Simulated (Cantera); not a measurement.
What does this Cantera script print?

```python
import numpy as np
import cantera as ct

gas = ct.Solution("gri30.yaml")


def delay(T, t_max=10):
    gas.TPX = T, 2400000, {'CH4': 1, 'O2': 4.08, 'N2': 15.3}
    reactor = ct.IdealGasReactor(gas, clone=False)
    net = ct.ReactorNet([reactor])
    net.rtol, net.atol = 1e-8, 1e-16
    while net.time < t_max:
        t_old, T_old = net.time, reactor.T
        net.step()
        if reactor.T > T + 400:  # ignition: a rise of 400 K
            return t_old + (T + 400 - T_old) / (reactor.T - T_old) * (net.time - t_old)
    return np.nan


taus = []
for T in [1048, 1123, 1198, 1273, 1348, 1423, 1498, 1573]:
    taus.append(delay(T))
    print(f"T0 = {T:6g} K   tau = {taus[-1]:.4e} s")
```

It prints:

```
T0 =   1048 K   tau = 1.2678e-02 s
T0 =   1123 K   tau = 3.9443e-03 s
T0 =   1198 K   tau = 1.4381e-03 s
T0 =   1273 K   tau = 5.9097e-04 s
T0 =   1348 K   tau = 2.6566e-04 s
T0 =   1423 K   tau = 1.2809e-04 s
T0 =   1498 K   tau = 6.5436e-05 s
T0 =   1573 K   tau = 3.5145e-05 s
```

Detailed kinetics in Cantera: GRI-Mech 3.0 (53 species, 325 reactions). The pressure lies above the range GRI-Mech 3.0 was tuned for (to about 10 atm).
